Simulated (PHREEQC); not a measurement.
Make-up at 42 °C: 6 mmol/kgw HF, 0.56 mmol/kgw NH4F, 0.22 mmol/kgw H2SiF6 and 3.9 mmol/kgw H2SO4. Closed to the air; pH follows from the charge balance.

Model: ion-association model, phreeqc.dat, run in PHREEQC.

This is a speciation only: nothing precipitates in the calculation.

**Question.** Order these S species by the share of S that they hold, largest first: NH4SO4-, SO4-2, HSO4-.

**Answer.** SO4-2 (61 %), HSO4- (39 %), NH4SO4- (0.28 %)

The pH is 2.22 and the ionic strength 0.00979 mol/kgw. Constants without temperature data keep their 25 °C values here. SiF6-2 is the database's only silicon fluoride.
